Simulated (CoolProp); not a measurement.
Vapour-liquid equilibrium of n-butane (1) + cyclohexane (2) at 19.35 °C; x and y are mole fractions of (1).

Values from CoolProp's multi-fluid Helmholtz-energy mixture model, Bücker 2006 and Zhou 2014; pair parameters Bell 2016.

Give the bubble pressure and the first vapour's composition at x = 0.2, 0.35, 0.8. Is there an azeotrope?

x = 0.2: 43.01 kPa, y = 0.813; x = 0.35: 73.60 kPa, y = 0.912; x = 0.8: 164.4 kPa, y = 0.987. No azeotrope shows between x = 0.05 and 0.95.

Pair parameters are fitted to limited data, so mixtures are less certain than the pure fluids.
